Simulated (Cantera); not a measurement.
Mixture: 24.2 % CO, 1.88 % H2, 9.42 % O2, 64.5 % N2, at 3750 Torr, adiabatic and at constant volume. Ignition delay is the time to a rise of 400 K.

Model: GRI-Mech 3.0 (53 species, 325 reactions), integrated in Cantera. The hydrogen kinetics of GRI-Mech 3.0 are dated; newer H2 mechanisms differ, most at raised pressure. Below about 950 K walls govern HO2 and H2O2 in real vessels.

Problem. Predict: delay at 873 K; delay at 973 K; delay at 1073 K; delay at 1173 K; delay at 1273 K; delay at 1373 K.

Solution. 
```
Property            Value
---------------  --------
delay at 873 K    0.156 s
delay at 973 K    7.79 ms
delay at 1073 K  0.535 ms
delay at 1173 K   71.1 µs
delay at 1273 K   29.5 µs
delay at 1373 K   18.4 µs
```
